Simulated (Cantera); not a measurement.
What does this Cantera script print?

```python
import numpy as np
import cantera as ct

gas = ct.Solution("h2o2.yaml")
gas.TPX = 300, 100000, {'H2': 1, 'O2': 0.2, 'N2': 0.52}
flame = ct.FreeFlame(gas, width=0.04)
flame.set_refine_criteria(ratio=3, slope=0.08, curve=0.16)
flame.transport_model = "mixture-averaged"
flame.solve(loglevel=0, auto=True)
z, T = flame.grid, flame.T
thick = (T[-1] - T[0]) / np.gradient(T, z).max()
show = ['H2', 'O2', 'H2O', 'H2O2', 'HO2', 'O']
print(f"laminar burning velocity  {flame.velocity[0] * 100:.3f} cm/s")
print(f"burnt temperature         {T[-1]:.1f} K")
print(f"thermal thickness         {thick * 1e3:.4f} mm")
print(f"grid points               {len(z)}")
z0 = z[flame.heat_release_rate.argmax()]
print(f"{'z/mm':>9s}{'T/K':>9s}{'u/(m/s)':>9s}" + "".join(f"{s:>11s}" for s in show))
rows = []
for k in (-3, -2, -1.5, -1, -0.5, -0.25, 0, 0.25, 0.5, 1, 2, 4, 8):
    zz = z0 + k * thick
    rows.append([k * thick, np.interp(zz, z, T), np.interp(zz, z, flame.velocity),
                 *(np.interp(zz, z, flame.X[gas.species_index(s)]) for s in show)])
    print(f"{rows[-1][0] * 1e3:9.3f}{rows[-1][1]:9.1f}{rows[-1][2]:9.3f}" + "".join(f"{x:11.3e}" for x in rows[-1][3:]))
```

Output:

```
laminar burning velocity  358.133 cm/s
burnt temperature         2082.2 K
thermal thickness         0.3343 mm
grid points               127
     z/mm      T/K  u/(m/s)         H2         O2        H2O       H2O2        HO2          O
   -1.003    300.0    3.581  5.814e-01  1.163e-01  2.327e-12  3.138e-14  3.850e-13  1.270e-13
   -0.669    300.0    3.581  5.814e-01  1.163e-01  1.794e-10  2.767e-12  3.342e-11  6.122e-12
   -0.501    300.0    3.581  5.814e-01  1.163e-01  6.227e-09  1.075e-10  1.279e-09  1.415e-10
   -0.334    300.2    3.584  5.813e-01  1.163e-01  2.636e-07  5.296e-09  6.044e-08  3.606e-09
   -0.167    322.9    3.829  5.779e-01  1.171e-01  2.893e-04  8.108e-06  7.689e-05  1.229e-06
   -0.084    596.2    6.829  5.486e-01  1.130e-01  1.850e-02  1.017e-04  3.612e-04  1.211e-04
    0.000   1019.0   11.297  4.795e-01  8.896e-02  7.857e-02  1.614e-05  1.167e-04  1.075e-03
    0.084   1323.6   14.571  3.982e-01  4.284e-02  1.680e-01  1.081e-06  4.659e-05  2.265e-03
    0.167   1481.1   16.305  3.548e-01  1.266e-02  2.252e-01  4.747e-07  1.323e-05  1.371e-03
    0.334   1606.4   17.602  3.441e-01  9.537e-04  2.491e-01  2.456e-07  9.308e-07  4.568e-04
    0.669   1716.8   18.668  3.530e-01  1.092e-04  2.527e-01  1.616e-07  1.194e-07  3.102e-04
    1.337   1823.1   19.665  3.635e-01  6.340e-05  2.551e-01  9.163e-08  7.403e-08  2.038e-04
    2.675   1913.9   20.496  3.727e-01  3.422e-05  2.574e-01  4.608e-08  4.375e-08  1.121e-04
```

Cantera simulation using the H2/O2 subset of GRI-Mech 3.0, which has no nitrogen chemistry; the numbers are that mechanism's predictions, not measurements. Burning velocities carry a grid error of a few per cent, more on coarse grids.
